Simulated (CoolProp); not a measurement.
Vapour-liquid equilibrium of hexamethyldisiloxane (MM) (1) + toluene (2) at 0.00925 MPa; x and y are mole fractions of (1).

Computed with CoolProp (multi-fluid Helmholtz-energy mixture model, Thol 2016 and Lemmon 2006; pair parameters Bell 2016).

```tsv
x	bubble temperature, mixture model (°C)	bubble temperature, Raoult's law (°C)	y, mixture model	y, Raoult's law
0.05	42.5	43.0	0.090	0.070
0.125	41.2	42.3	0.207	0.171
0.2	40.1	41.6	___	0.265
0.275	39.2	41.0	0.393	0.354
0.35	38.4	40.3	0.468	0.438
0.425	___	39.7	0.535	0.517
0.5	___	39.1	___	0.591
0.575	___	38.5	0.655	0.662
0.65	36.2	37.9	___	0.729
0.725	35.9	37.3	___	0.793
0.8	35.7	36.8	___	0.853
0.875	35.5	36.3	0.884	0.910
0.95	35.4	35.8	0.951	0.965
```

Problem. What belongs in the gaps?

Solution. 
- 0.2, y, mixture model: 0.307
- 0.425, bubble temperature, mixture model (°C): 37.7
- 0.5, bubble temperature, mixture model (°C): 37.1
- 0.5, y, mixture model: 0.597
- 0.575, bubble temperature, mixture model (°C): 36.6
- 0.65, y, mixture model: 0.711
- 0.725, y, mixture model: 0.766
- 0.8, y, mixture model: 0.824

The largest gap from Raoult's law is -2.0 K in bubble temperature, at x = 0.425. No azeotrope shows between x = 0.05 and 0.95.

The pair parameters rest on a limited set of measurements; away from them the model extrapolates.
